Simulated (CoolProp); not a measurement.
R125 along the isobar 14.1 MPa: fugacity coefficient from the reference equation and from simpler models built on Tc = 339.2 K, pc = 3.618 MPa, ω = 0.305; each cubic takes its own stable root.

Computed with CoolProp (reference Helmholtz-energy equation of state, Lemmon 2005).

```
T (K)          phase  reference
-----  -------------  ---------
291.5         liquid     0.1096
304.1         liquid     0.1436
316.7         liquid     0.1822
329.2         liquid     0.2246
341.8  supercritical     0.2705
354.4  supercritical     0.3187
366.9  supercritical     0.3678
379.5  supercritical     0.4174
392.1  supercritical     0.4663
404.6  supercritical     0.5131
417.2  supercritical     0.5579
429.8  supercritical     0.6000
442.3  supercritical     0.6387
```

### Question
How far does each simpler model (van der Waals, Redlich-Kwong) lie from the reference over these 13 states: mean and median of the absolute difference, and the worst?

### Answer
- van der Waals: mean 26.3 %, median 10.8 %, worst +97.9 % at 291.5 K and 14.1 MPa
- Redlich-Kwong: mean 9.4 %, median 6.8 %, worst +30.2 % at 291.5 K and 14.1 MPa
